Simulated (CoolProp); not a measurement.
R1132(E) at 293.15 K and 0.482 MPa is throttled through a valve to 0.331 MPa with no heat exchange. Each further row changes one setting.

The numbers come from the reference Helmholtz-energy equation of state, Akasaka 2024 in CoolProp.

| case | temperature change (K) | final density (kg/m³) |
|---|---|---|
| as stated | ? | ? |
| outlet pressure 0.0993 MPa | ? | 2.71 |
| outlet pressure 0.43 MPa | -0.9 | ? |

Q: Some entries are withheld; supply them.

A: 
- as stated, temperature change (K): -2.6
- as stated, final density (kg/m³): 9.17
- outlet pressure 0.0993 MPa, temperature change (K): -6.7
- outlet pressure 0.43 MPa, final density (kg/m³): 12.0
